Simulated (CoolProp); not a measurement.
Tetrahydrofuran at several states: fugacity coefficient from the reference equation and from simpler models built on Tc = 267.0 °C, pc = 5.304 MPa, ω = 0.234; each cubic takes its own stable root.

Values from CoolProp's reference Helmholtz-energy equation of state, Fiedler 2023.

```json
[
 {"T (°C)": "221.25", "p (MPa)": "2.04", "phase": "gas", "reference": "0.8273"},
 {"T (°C)": "125.55", "p (MPa)": "0.418", "phase": "gas", "reference": "0.9308"},
 {"T (°C)": "103.05", "p (MPa)": "5.04", "phase": "liquid", "reference": "0.06318"},
 {"T (°C)": "190.85", "p (MPa)": "0.0226", "phase": "gas", "reference": "0.9977"},
 {"T (°C)": "59.25", "p (MPa)": "0.0624", "phase": "gas", "reference": "0.9821"}
]
```

How far does each simpler model (van der Waals, Soave-Redlich-Kwong) lie from the reference over these 5 states: mean and median of the absolute difference, and the worst?


- van der Waals: mean 49.2 %, median 2.3 %, worst +238.9 % at 103.05 °C and 5.04 MPa
- Soave-Redlich-Kwong: mean 0.3 %, median 0.2 %, worst +1.1 % at 103.05 °C and 5.04 MPa
